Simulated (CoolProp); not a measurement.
Vapour-liquid equilibrium of n-butane (1) + benzene (2) at 101.15 °C; x and y are mole fractions of (1).

Values from CoolProp's multi-fluid Helmholtz-energy mixture model, Bücker 2006 and Thol 2012; pair parameters Bell 2016.

```csv
x,bubble pressure (MPa),y at the bubble point,dew pressure at overall composition x (MPa),liquid density (mol/L)
0.05,0.2618,0.310,0.1950,10.04
0.15,0.4163,0.593,0.2163,9.895
0.25,0.5683,0.723,0.2427,9.740
0.35,0.7130,0.797,0.2764,9.571
0.45,0.8485,0.845,0.3209,9.387
0.55,0.9754,0.880,0.3822,9.185
0.65,1.097,0.908,0.4718,8.965
0.75,1.217,0.933,0.6139,8.724
0.85,1.343,0.958,0.8643,8.457
0.95,1.483,0.985,1.303,8.161
```

No azeotrope shows between x = 0.05 and 0.95.

The pair parameters rest on a limited set of measurements; away from them the model extrapolates. The gap from Raoult's law changes sign with composition, which may be real or a fault of the pair parameters; it wasn't checked against measurements.
